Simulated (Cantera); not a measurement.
Feed: 1 mol SF6, a varied amount of H2O, held at 3498.15 K and 1.65 Torr.

Equilibrium computed with Cantera from the NASA thermochemical tables; the gas is ideal and each condensed phase is pure. Candidate condensed phases: H2O, H2SO4, S; 43 gas species. Rates play no part.

x: gas mole fraction; nothing condenses.

| n(H2O) (mol) | x F | x S | x H | x O | x HF | x SO |
|---|---|---|---|---|---|---|
| 0.11 | 0.817 | 0.137 | 0.0218 | 0.0150 | 0.00844 | ? |
| 0.15 | 0.803 | 0.135 | 0.0295 | 0.0202 | 0.0112 | ? |
| 0.21 | 0.783 | 0.133 | 0.0407 | 0.0277 | 0.0151 | ? |
| 0.29 | 0.758 | 0.129 | 0.0553 | 0.0372 | 0.0198 | ? |
| 0.4 | 0.725 | 0.125 | 0.0744 | 0.0495 | 0.0255 | ? |
| 0.56 | 0.682 | 0.118 | 0.101 | 0.0660 | 0.0325 | ? |
| 0.78 | 0.629 | 0.111 | 0.134 | 0.0860 | 0.0398 | ? |

Q: Fill in the missing entries.

A: 
- 0.11, x SO: 0.000144
- 0.15, x SO: 0.000191
- 0.21, x SO: 0.000257
- 0.29, x SO: 0.000336
- 0.4, x SO: 0.000431
- 0.56, x SO: 0.000546
- 0.78, x SO: 0.000665
